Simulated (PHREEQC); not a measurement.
PHREEQC input (Pitzer model, pitzer.dat):

```
SOLUTION 1
  temp 5
  units mol/kgw
  pH 7 charge
  Cl 0.037
  Na 1.0878
  C(4) 0.51
  S(6) 0.0034
END
USE solution 1
INCREMENTAL_REACTIONS false
REACTION 1
  H2O -1
  0 9.886 18.011 24.689 30.178 34.689 38.397 41.444
  43.949 46.007 47.699 49.089 50.232 moles
EQUILIBRIUM_PHASES 1
  Burkeite 0 0
  Halite 0 0
  Mirabilite 0 0
  Nahcolite 0 0
  Natron 0 0
  Thenardite 0 0
  Trona 0 0
SELECTED_OUTPUT 1
  -reset false
  -pH true
  -pe true
  -ionic_strength true
  -water true
  -activities H2O
  -totals C Cl Na S
  -molalities H+ Na+ Cl- CO3-2 SO4-2 OH- HCO3- CO2 HSO4-
  -equilibrium_phases Burkeite Halite Mirabilite Nahcolite Natron Thenardite Trona
PRINT
  -reset false
END
```

Selected output (columns that matter, 13 of 13 rows; water left (kg) added in front):

```
water left (kg)	pH	mu	C	Cl	Na	S	m_Na+	m_Cl-	m_CO3-2	m_SO4-2	m_OH-	la_H2O
1	12.94	1.6008	0.51	0.037	1.0878	0.0034	1.0878	0.037	0.50961	0.0034	0.024392	-0.0093092
0.821896	13.03	1.9478	0.62052	0.045018	1.3235	0.0041368	1.3235	0.045018	0.62016	0.0041368	0.029561	-0.011075
0.675517	13.125	2.37	0.75498	0.054773	1.6103	0.0050332	1.6103	0.054773	0.75465	0.0050332	0.035855	-0.013169
0.555207	13.225	2.8837	0.91858	0.066642	1.9593	0.0061238	1.9593	0.066642	0.91828	0.0061238	0.043519	-0.015665
0.456318	13.332	3.5087	1.1176	0.081084	2.3839	0.0074509	2.3839	0.081084	1.1174	0.0074509	0.052853	-0.018671
0.375049	13.447	4.2691	1.3598	0.098654	2.9004	0.0090655	2.9004	0.098654	1.3596	0.0090655	0.064215	-0.022345
0.308246	13.57	5.1944	1.6545	0.12003	3.529	0.01103	3.529	0.12003	1.6543	0.01103	0.078051	-0.026927
0.253351	13.704	6.3199	2.013	0.14604	4.2936	0.01342	4.2936	0.14604	2.0129	0.01342	0.09489	-0.032785
0.208221	13.851	7.6898	2.4493	0.1777	5.2242	0.016329	5.2242	0.1777	2.4492	0.016329	0.11539	-0.040506
0.171145	14.01	9.3557	2.9799	0.21619	6.356	0.019866	6.356	0.21619	2.9798	0.019866	0.14034	-0.051022
0.140662	14.185	11.383	3.6257	0.26304	7.7334	0.024171	7.7334	0.26304	3.6256	0.024171	0.1707	-0.06588
0.11562	14.375	13.849	4.411	0.32002	9.4084	0.029407	9.4084	0.32002	4.411	0.029407	0.20764	-0.087637
0.0950273	14.581	16.85	5.3669	0.38936	11.447	0.035779	11.447	0.38936	5.3668	0.035779	0.2526	-0.12069
```

Constants without temperature data keep their 25 °C values here.
